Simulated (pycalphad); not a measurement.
All values are pycalphad results on the COST 507 light-alloy database (1999) (1 atm), not direct measurements. The database dates from 1999; later assessments differ in places, in temperatures and in the compounds included. Not assessed as a whole: an extrapolation from subsystems, which can miss ternary compounds. Phase fractions are per mole of atoms. Diffusion is slow at the low end, where real alloys seldom reach equilibrium.

Task: Give the equilibrium state of Ti-8.48Al-0.73C (at.%) at 552 °C.

Result: 
```
T = 825.00 K, P = 101325 Pa, N = 1 mol of atoms
G = -43716 J/mol, H = 4300 J/mol, S = 58.20 J/(mol K)  (SER reference)
chemical potentials (J/mol): Ti -34769, Al -123492, C -229696
phase             fraction      x(Ti)      x(Al)       x(C)
HCP_A3              0.9799     0.9134     0.0865   2.16e-05
FCC_A1              0.0201     0.6387   6.39e-15     0.3613
```

Task: Give the equilibrium state of Ti-8.48Al-0.73C (at.%) at 1152 °C.

Result: bcc, fraction 0.988, with 8.6 Al, 0.32 C at.%; fcc, fraction 0.012, with <0.01 Al, 34.1 C at.%.

FCC_A1 is fcc; HCP_A3 is hcp. The fcc model also describes the rock-salt carbide or nitride (TiC, TiN, HfC).
